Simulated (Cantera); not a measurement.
Input: 1 mol SiF₄, 37 mol NH₃, 84 mol N₂, equilibrated at 925 K and 54.0 Pa.

Equilibrium computed with Cantera from the NASA thermochemical tables; the gas is ideal and each condensed phase is pure. Candidate condensed phases: Si, Si₃N₄; 37 gas species. The numbers say what is thermodynamically allowed, not how fast it happens.

Base state: N₂ 0.645, H₂ 0.349, SiF₄ 0.00623, HF 0.000201 (mole fractions); condensed: Si₃N₄(s).

Task: What changes in the equilibrium state with this change: SiF₄ replaced by trisilylamine?

Result: 
| species | before | after |
|---|---|---|
| N₂ | 0.645 | 0.627 |
| H₂ | 0.349 | 0.373 |
| SiF₄ | 0.00623 | 0 |
| HF | 0.000201 | 0 |
| Si₃N₄(s), mol | 0.00257 | 1.00 |
The feed counts by its element totals alone.
